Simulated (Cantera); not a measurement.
Charge: 1 mol B2H6, 11 mol H2, 54 mol N2, equilibrated at 2300 K and 31.0 Pa.

Method: chemical equilibrium by Gibbs-energy minimisation in Cantera with the NASA 1993 tables (ideal gas, pure condensed phases). Candidate condensed phases: B, BN; 15 gas species. The feed counts by its element totals alone. The tables' values for BH2 are old estimates; treat these amounts as uncertain. The numbers say what is thermodynamically allowed, not how fast it happens.

Question: What is the equilibrium state?

Answer: 
```
Property                            Result
-------------------------------  ---------
x(N2)                                0.706
x(H)                                 0.171
x(H2)                               0.0971
x(B)                                0.0256
x(BN)                             0.000210
x(BH2)                            0.000158
x(BH)                             0.000123
x(N)                               1.86e-6
x(B2)                              1.54e-6
gas amount                       76.53 mol
log10 activity of B(s) (absent)      -0.11
```
